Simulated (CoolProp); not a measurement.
The fluid at 272.32 K and 2.32 MPa is compressed adiabatically to 16.2 MPa with isentropic efficiency 0.75. The same conditions are run with several fluids, on thermodynamics alone (safety and materials aside).

Computed with CoolProp (reference Helmholtz-energy equation of state of each fluid (nitrous oxide: Lemmon 2006; methane: Setzmann 1991; CF4 (R14): Platzer 1990; oxygen: Schmidt 1985; dry air: Lemmon 2000)). The equations of Platzer and Polt are older, rougher fits. Blends and air are pseudo-pure fits.

| fluid | work (kJ/kg) | final temperature (K) | final density (kg/m³) |
|---|---|---|---|
| nitrous oxide | 131 | 454.7 | 229 |
| methane | 446 | 467.1 | 66.3 |
| CF4 (R14) | 67.9 | 392.0 | 464 |
| oxygen | 246 | 533.5 | 112 |
| dry air | 277 | 541.6 | 97.6 |

Above 300 K oxygen's equation is extrapolated.
